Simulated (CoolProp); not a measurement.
Methanol at 374.62 K and 9.98 MPa flows at 0.76 m/s in a round tube of 4.6 mm bore and 1.5 µm roughness, fully developed (64/Re and Nu = 3.66 if laminar; Colebrook and Gnielinski if turbulent). Each further row changes one setting.

Values from CoolProp's reference Helmholtz-energy equation of state, de Reuck 1993.

```json
[
 {"case": "as stated", "Reynolds number": "10700", "Darcy friction factor": "0.0309", "pressure drop (Pa/m)": "___", "heat-transfer coefficient (W/(m² K))": "___", "mass flow (kg/h)": "32.9"},
 {"case": "velocity 1.52 m/s", "Reynolds number": "21400", "Darcy friction factor": "___", "pressure drop (Pa/m)": "___", "heat-transfer coefficient (W/(m² K))": "5190", "mass flow (kg/h)": "___"},
 {"case": "diameter 9.2 mm", "Reynolds number": "21400", "Darcy friction factor": "___", "pressure drop (Pa/m)": "587", "heat-transfer coefficient (W/(m² K))": "2570", "mass flow (kg/h)": "132"}
]
```

Question: Complete the blanks.

Answer: 
- as stated, pressure drop (Pa/m): 1400
- as stated, heat-transfer coefficient (W/(m² K)): 2780
- velocity 1.52 m/s, Darcy friction factor: 0.0262
- velocity 1.52 m/s, pressure drop (Pa/m): 4760
- velocity 1.52 m/s, mass flow (kg/h): 65.8
- diameter 9.2 mm, Darcy friction factor: 0.0258

Viscosity comes from a separate model (Xiang 2006). Thermal conductivity comes from a separate model (Sykioti 2013).
